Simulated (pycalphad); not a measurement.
## Phase fractions of Al-54.2Si (at.%)

CALPHAD calculation (pycalphad, COST 507 light-alloy database (1999)), 1 atm. The data set is of 1999 and partly superseded. Amounts are mole fractions of atoms.

```json
[
 {"T (K)": "1390", "LIQUID": "1.000", "DIAMOND_A4": "-", "FCC_A1": "-"},
 {"T (K)": "1310", "LIQUID": "0.873", "DIAMOND_A4": "0.127", "FCC_A1": "-"},
 {"T (K)": "1230", "LIQUID": "0.767", "DIAMOND_A4": "0.233", "FCC_A1": "-"},
 {"T (K)": "1150", "LIQUID": "0.690", "DIAMOND_A4": "0.310", "FCC_A1": "-"},
 {"T (K)": "1070", "LIQUID": "0.630", "DIAMOND_A4": "0.370", "FCC_A1": "-"},
 {"T (K)": "990", "LIQUID": "0.582", "DIAMOND_A4": "0.418", "FCC_A1": "-"},
 {"T (K)": "910", "LIQUID": "0.544", "DIAMOND_A4": "0.456", "FCC_A1": "-"},
 {"T (K)": "830", "LIQUID": "-", "DIAMOND_A4": "0.536", "FCC_A1": "0.464"},
 {"T (K)": "750", "LIQUID": "-", "DIAMOND_A4": "0.539", "FCC_A1": "0.461"},
 {"T (K)": "670", "LIQUID": "-", "DIAMOND_A4": "0.541", "FCC_A1": "0.459"},
 {"T (K)": "590", "LIQUID": "-", "DIAMOND_A4": "0.542", "FCC_A1": "0.458"},
 {"T (K)": "510", "LIQUID": "-", "DIAMOND_A4": "0.542", "FCC_A1": "0.458"}
]
```

FCC_A1 is fcc; DIAMOND_A4 is diamond (Si).
